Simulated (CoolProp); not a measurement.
Vapour-liquid equilibrium of carbon dioxide (1) + R143a (2) at 12.4 bar; x and y are mole fractions of (1).

The numbers come from the multi-fluid Helmholtz-energy mixture model, Span 1996 and Lemmon and Jacobsen 2000; pair parameters Bell 2016 in CoolProp.

Give the bubble temperature and the first vapour's composition at x = 0.2, 0.35, 0.95. Is there an azeotrope?

x = 0.2: 277.1 K, y = 0.497; x = 0.35: 264.3 K, y = 0.715; x = 0.95: 240.3 K, y = 0.986. No azeotrope shows between x = 0.05 and 0.95.

The pair parameters rest on a limited set of measurements; away from them the model extrapolates. The gap from Raoult's law changes sign with composition, which may be real or a fault of the pair parameters; it wasn't checked against measurements.
